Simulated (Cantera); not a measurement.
Charge: 1 mol MgO, 48 mol HBr, 6.9 mol H2, held at 100000 Pa.

Cantera equilibrium calculation (NASA polynomials, part measured and part estimated; ideal gas, pure solids and liquids). Candidate condensed phases: Br2, H2O, Mg, MgBr2, MgO, Mg(OH)2; 20 gas species. Equilibrium is a limit: real reactors are often held back by kinetics, nucleation or transport. All values below are at 477 °C.

Base state: HBr 0.853, H2 0.128, H2O 0.0186 (mole fractions); condensed: MgBr2(s).

Question: What changes in the equilibrium state with this change: pressure from 100000 Pa to 133 Pa?

Answer: 
```tsv
species	before	after
HBr	0.853	0.871
H2	0.128	0.126
H2O	0.0186	0.00255
MgBr2	7.95e-7	0.000597
MgBr2(s), mol	1.000	0.107
MgO(s), mol	0	0.860
```
